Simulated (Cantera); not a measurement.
Feed: 1 mol Si, 3.8 mol NF₃, a varied amount of H₂, equilibrated at 727 °C and 750 Torr.

Cantera equilibrium calculation (NASA polynomials, part measured and part estimated; ideal gas, pure solids and liquids). Candidate condensed phases: Si, Si₃N₄; 37 gas species. Kinetics and transport are ignored.

x: gas mole fraction; nothing condenses.

```tsv
n(H₂) (mol)	x HF	x H₂	x F₂	x N₂	x SiF₄	x F	x NF₃
1.4	0.349	<1e-12	0.231	0.226	0.125	0.0472	0.0215
3.4	0.675	<1e-12	0.0217	0.188	0.0993	0.0145	0.000567
5.4	…	…	<1e-12	…	…	<1e-12	<1e-12
7.4	…	…	<1e-12	…	…	<1e-12	<1e-12
9.4	0.463	0.356	<1e-12	0.119	0.0625	<1e-12	<1e-12
11	0.420	0.415	<1e-12	0.108	0.0568	<1e-12	<1e-12
13	0.378	0.474	<1e-12	0.0969	0.0510	<1e-12	<1e-12
15	0.343	0.523	<1e-12	0.0879	0.0463	<1e-12	<1e-12
17	0.314	0.563	<1e-12	0.0805	0.0424	<1e-12	<1e-12
19	0.289	0.598	<1e-12	0.0742	0.0391	<1e-12	<1e-12
21	0.268	0.627	<1e-12	0.0688	0.0362	<1e-12	<1e-12
23	0.250	0.652	<1e-12	0.0642	0.0338	<1e-12	<1e-12
25	0.234	0.674	<1e-12	0.0601	0.0316	<1e-12	<1e-12
```

Task: What belongs in the gaps?

Result: 
- 5.4, x HF: 0.617
- 5.4, x H₂: 0.142
- 5.4, x N₂: 0.158
- 5.4, x SiF₄: 0.0833
- 7.4, x HF: 0.529
- 7.4, x H₂: 0.264
- 7.4, x N₂: 0.136
- 7.4, x SiF₄: 0.0714
